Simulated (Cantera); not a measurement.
A closed system holds: 1 mol HF, 0.018 mol O₂, 0.19 mol N₂, held at 2200 Pa.

These are equilibrium values from Cantera (NASA tables, ideal gas, pure condensed phases), not measurements of a reactor. Candidate condensed phases: H₂O; 65 gas species. Ions and electrons are included (thermal ionisation). The numbers say what is thermodynamically allowed, not how fast it happens. All values below are at 5000 K.

Base state: F 0.436, H 0.436, N₂ 0.0566, N 0.0532, O 0.0157, HF 0.00182, H₂ 0.000101, NO 3.92e-5 (mole fractions); condensed: gas only.

Task: What changes in the equilibrium state with this change: N₂ from 0.19 to 0.42 mol?

Result: 
| species | before | after |
|---|---|---|
| F | 0.436 | 0.390 |
| H | 0.436 | 0.390 |
| N₂ | 0.0566 | 0.125 |
| N | 0.0532 | 0.0790 |
| O | 0.0157 | 0.0140 |
| NO | 3.92e-5 | 5.20e-5 |
| NO+ | 8.48e-6 | 1.07e-5 |
| HF | 0.00182 | 0.00146 |
| H₂ | 0.000101 | 8.09e-5 |
